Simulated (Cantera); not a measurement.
A Cantera script and its output.

```python
import numpy as np
import cantera as ct

gas = ct.Solution("gri30.yaml")
gas.TPX = 1850, 31000, {'NO': 1, 'N2': 1.1}
reactor = ct.IdealGasConstPressureReactor(gas, energy="off", clone=False)
net = ct.ReactorNet([reactor])
net.rtol, net.atol = 1e-08, 1e-18
show = ['NO', 'O', 'N2O', 'N2', 'O2', 'NO2']
times = np.geomspace(0.0002, 5, 13)

steps = ct.SolutionArray(gas, extra=["t"])
rows = []
print(f"{'t/s':>10s}{'T/K':>9s}{'P/Pa':>11s}" + "".join(f"{s:>11s}" for s in show))
for t in times:
    while net.time < t:
        t_next = net.step()
        steps.append(gas.state, t=t_next)
    rows.append([np.interp(t, steps.t, y) for y in (steps.T, steps.P, *steps(*show).X.T)])
    print(f"{t:10.3e}{rows[-1][0]:9.1f}{rows[-1][1]:11.4g}" + "".join(f"{x:11.3e}" for x in rows[-1][2:]))
rate = np.gradient(steps.T, steps.t)
print("integrator steps:", len(steps.t))
if steps.T.max() > steps.T[0] + 200:
    print(f"time of steepest temperature rise: {steps.t[rate.argmax()]:.4e} s")
gas.TPX = 1850, 31000, {'NO': 1, 'N2': 1.1}
gas.equilibrate("TP")
print(f"equilibrium (TP): T = {gas.T:.1f} K  " + "  ".join(f"{s} {gas[s].X[0]:.3e}" for s in show))
```

Result:

```
       t/s      T/K       P/Pa         NO          O        N2O         N2         O2        NO2
 2.000e-04   1850.0    3.1e+04  4.762e-01  3.388e-06  4.904e-06  5.238e-01  4.219e-08  1.765e-06
 4.651e-04   1850.0    3.1e+04  4.762e-01  5.744e-06  1.102e-05  5.238e-01  2.135e-07  6.533e-06
 1.081e-03   1850.0    3.1e+04  4.761e-01  9.821e-06  2.372e-05  5.238e-01  1.268e-06  1.963e-05
 2.515e-03   1850.0    3.1e+04  4.760e-01  1.785e-05  4.635e-05  5.238e-01  9.482e-06  4.857e-05
 5.848e-03   1850.0    3.1e+04  4.758e-01  2.703e-05  7.491e-05  5.239e-01  6.418e-05  8.383e-05
 1.360e-02   1850.0    3.1e+04  4.754e-01  3.053e-05  9.197e-05  5.241e-01  2.632e-04  9.657e-05
 3.162e-02   1850.0    3.1e+04  4.744e-01  3.182e-05  9.392e-05  5.246e-01  7.620e-04  1.011e-04
 7.354e-02   1850.0    3.1e+04  4.720e-01  3.403e-05  9.281e-05  5.258e-01  1.925e-03  1.090e-04
 1.710e-01   1850.0    3.1e+04  4.666e-01  3.863e-05  9.030e-05  5.285e-01  4.619e-03  1.249e-04
 3.976e-01   1850.0    3.1e+04  4.542e-01  4.745e-05  8.484e-05  5.347e-01  1.081e-02  1.538e-04
 9.247e-01   1850.0    3.1e+04  4.265e-01  6.262e-05  7.375e-05  5.486e-01  2.461e-02  1.966e-04
 2.150e+00   1850.0    3.1e+04  3.693e-01  8.559e-05  5.416e-05  5.772e-01  5.316e-02  2.390e-04
 5.000e+00   1850.0    3.1e+04  2.700e-01  1.148e-04  2.825e-05  6.268e-01  1.028e-01  2.391e-04
integrator steps: 631
equilibrium (TP): T = 1850.0 K  NO 5.117e-03  O 1.691e-04  N2O 1.596e-07  N2 7.593e-01  O2 2.354e-01  NO2 6.824e-06
```

Detailed kinetics in Cantera: GRI-Mech 3.0 (53 species, 325 reactions).
